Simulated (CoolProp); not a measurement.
Carbon dioxide along the isobar 8.97 MPa: Z from the reference equation and from simpler models built on Tc = 31.0 °C, pc = 7.377 MPa, ω = 0.224; each cubic takes its own stable root.

Values from CoolProp's reference Helmholtz-energy equation of state, Span 1996.

```tsv
T (°C)	phase	reference
-33.95	liquid	0.1780
-14.15	liquid	0.1771
5.75	liquid	0.1817
25.55	liquid	0.2003
45.35	supercritical	0.4536
65.25	supercritical	0.6428
85.05	supercritical	0.7323
104.95	supercritical	0.7912
124.75	supercritical	0.8334
144.55	supercritical	0.8653
164.45	supercritical	0.8904
184.25	supercritical	0.9103
204.05	supercritical	0.9266
```

Problem. How far does each simpler model (van der Waals, Redlich-Kwong, Peng-Robinson) lie from the reference over these 13 states: mean and median of the absolute difference, and the worst?

Solution. 
- van der Waals: mean 20.2 %, median 4.9 %, worst +56.8 % at -33.95 °C and 8.97 MPa
- Redlich-Kwong: mean 6.5 %, median 2.6 %, worst +20.3 % at 25.55 °C and 8.97 MPa
- Peng-Robinson: mean 1.7 %, median 1.2 %, worst +6.4 % at 25.55 °C and 8.97 MPa
